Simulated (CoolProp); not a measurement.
Sulfur hexafluoride along the isobar 1.43 MPa: density (kg/m³) from the reference equation and from simpler models built on Tc = 45.6 °C, pc = 3.755 MPa, ω = 0.210; each cubic takes its own stable root.

Values from CoolProp's reference Helmholtz-energy equation of state, Guder 2009.

```tsv
T (°C)	phase	reference
6.95	gas	119.1
12.05	gas	113.8
17.25	gas	109.3
22.35	gas	105.3
27.45	gas	101.9
32.55	gas	98.70
37.65	gas	95.83
42.75	gas	93.19
47.85	gas	90.75
52.95	gas	88.49
58.05	gas	86.38
63.15	gas	84.40
68.35	gas	82.50
73.45	gas	80.75
```

How far does each simpler model (ideal gas, van der Waals, Redlich-Kwong) lie from the reference over these 14 states: mean and median of the absolute difference, and the worst?


- ideal gas: mean 16.0 %, median 15.2 %, worst -24.7 % at 6.95 °C and 1.43 MPa
- van der Waals: mean 2.8 %, median 2.2 %, worst -7.7 % at 6.95 °C and 1.43 MPa
- Redlich-Kwong: mean 0.7 %, median 0.5 %, worst -2.7 % at 6.95 °C and 1.43 MPa
